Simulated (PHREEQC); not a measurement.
PHREEQC input (ion-association model, wateq4f.dat):

```
SOLUTION_MASTER_SPECIES
  An  An-  0  An  62.0  # stands for a non-complexing anion
SOLUTION_SPECIES
  An- = An-
    -log_k 0
    -gamma 3.0 0
PHASES
  Fix_H+
    H+ = H+
    -log_k 0
SOLUTION 1
  temp 25
  units mmol/kgw
  pH 7 charge
  Se(6) 0.011
  Na 1.022
  An 1
END
SELECTED_OUTPUT 1
  -reset false
  -pH true
  -pe true
  -ionic_strength true
  -water true
  -totals Na Se Se(-2) Se(4) Se(6)
  -molalities Hfo_wOH Hfo_wOH2+ Hfo_wO- Hfo_sOH Hfo_sOH2+ Hfo_sO- Hfo_wSeO4- Hfo_wOHSeO4-2
USER_PUNCH 1
  -headings sigma psi
  10 PUNCH EDL("sigma", "Hfo"), EDL("psi", "Hfo")
PRINT
  -reset false
USE solution 1
SURFACE 1
  Hfo_wOH 0.000876404 600 0.39
  Hfo_sOH 2.19101e-05
EQUILIBRIUM_PHASES 1
  Fix_H+ -3 HAn 10
    -force_equality true
  O2(g) -0.68 10
END
# ... the last block is repeated for the other 16 points of pH, with NaOH or the acid as the point needs
```

Selected output (columns that matter, 10 of 17 rows; pH added in front):

```
pH	mu	Na	Se	m_Hfo_wOH	m_Hfo_wOH2+	m_Hfo_wO-	m_Hfo_sOH	m_Hfo_sOH2+	m_Hfo_sO-	m_Hfo_wSeO4-	m_Hfo_wOHSeO4-2	sigma	psi
3	0.00238	0.001022	7.1347e-11	0.00024688	0.00061626	2.2658e-06	6.2505e-06	1.5602e-05	5.7364e-08	5.7361e-06	5.2639e-06	0.25289	0.23028
3.75	0.0013825	0.001022	1.6679e-10	0.00047657	0.00037496	1.3876e-05	1.2066e-05	9.4932e-06	3.5131e-07	2.8122e-06	8.1876e-06	0.14476	0.21557
4.5	0.0011493	0.001022	1.2335e-09	0.00059347	0.00023804	3.3896e-05	1.5025e-05	6.0267e-06	8.5816e-07	1.6389e-06	9.3599e-06	0.077919	0.18852
4.88	0.001103	0.001022	4.303e-09	0.00062341	0.00019674	4.5254e-05	1.5783e-05	4.981e-06	1.1457e-06	1.3314e-06	9.6643e-06	0.055531	0.1722
5.62	0.0010574	0.001022	6.7437e-08	0.00065106	0.00014943	6.4985e-05	1.6482e-05	3.7829e-06	1.6451e-06	9.9559e-07	9.937e-06	0.027097	0.1366
6.38	0.0010384	0.001022	1.3571e-06	0.00066124	0.00012606	7.9461e-05	1.6715e-05	3.1865e-06	2.0086e-06	7.4083e-07	8.9021e-06	0.012053	0.096412
7.12	0.0010365	0.001022	8.3524e-06	0.00067018	0.00011024	9.3337e-05	1.6805e-05	2.7643e-06	2.3405e-06	1.7737e-07	2.4702e-06	0.0050334	0.056427
7.5	0.0010358	0.001022	1.0375e-05	0.00067216	0.00010569	9.7925e-05	1.6816e-05	2.6443e-06	2.4499e-06	4.017e-08	5.852e-07	0.002785	0.035104
8.25	0.0010355	0.0010252	1.0977e-05	0.00067273	0.00010114	0.00010251	1.6819e-05	2.5285e-06	2.5628e-06	1.407e-09	2.144e-08	-0.00059826	-0.0081087
9	0.0010488	0.0010432	1.0999e-05	0.00067254	9.6657e-05	0.0001072	1.6814e-05	2.4164e-06	2.6801e-06	4.6583e-11	7.425e-10	-0.0044578	-0.051319
```

The oxide is taken as insoluble; below pH 4 it would dissolve.
